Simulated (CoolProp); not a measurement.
Vapour pressure (MPa) of carbonyl sulfide: the reference equation beside estimates from Tc = 378.8 K, pc = 6.369 MPa, ω = 0.098. Clausius-Clapeyron is anchored at 179.2 K with a constant enthalpy of vaporisation of 20.23 kJ/mol.

The numbers come from the reference Helmholtz-energy equation of state, Lemmon 2006 in CoolProp. It is a short technical equation, of lower accuracy than the large ones.

| T (K) | reference | Clausius-Clapeyron | van der Waals | Redlich-Kwong | Peng-Robinson |
|---|---|---|---|---|---|
| 179.2 | 0.007513 | 0.007513 | 0.1205 | 0.006459 | 0.008067 |
| 194.6 | 0.02184 | 0.02200 | 0.2122 | 0.02080 | 0.02281 |
| 210 | 0.05322 | 0.05503 | 0.3452 | 0.05406 | 0.05457 |
| 225.4 | 0.1132 | 0.1215 | 0.5275 | 0.1196 | 0.1146 |
| 240.8 | 0.2161 | 0.2422 | 0.7666 | 0.2335 | 0.2173 |
| 256.1 | 0.3778 | 0.4430 | 1.067 | 0.4127 | 0.3783 |
| 271.5 | 0.6190 | 0.7592 | 1.439 | 0.6781 | 0.6186 |
| 286.9 | 0.9588 | 1.228 | 1.887 | 1.048 | 0.9581 |
| 302.3 | 1.418 | 1.892 | 2.415 | 1.540 | 1.419 |
| 317.7 | 2.020 | 2.795 | 3.028 | 2.173 | 2.025 |

Absolute difference from the reference over all 10 rows, mean and median: Clausius-Clapeyron 16.3 and 14.7 %, van der Waals 407.7 and 218.6 %, Redlich-Kwong 7.8 and 8.3 %, Peng-Robinson 1.7 and 0.4 %.
